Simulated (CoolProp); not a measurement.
Vapour-liquid equilibrium of R152A (1) + ethanol (2) at 83.35 °C; x and y are mole fractions of (1).

The numbers come from the multi-fluid Helmholtz-energy mixture model, Outcalt 1996 and Schroeder 2014; pair parameters Bell 2016 in CoolProp.

**Question.** Give the bubble pressure and the first vapour's composition at x = 0.125, 0.35, 0.425. Is there an azeotrope?

**Answer.** x = 0.125: 0.9252 MPa, y = 0.864; x = 0.35: 1.901 MPa, y = 0.931; x = 0.425: 2.005 MPa, y = 0.935. No azeotrope shows between x = 0.05 and 0.95.

Pair parameters are fitted to limited data, so mixtures are less certain than the pure fluids. With so large a gap from Raoult's law the liquid may split in two, which this calculation doesn't test in full.
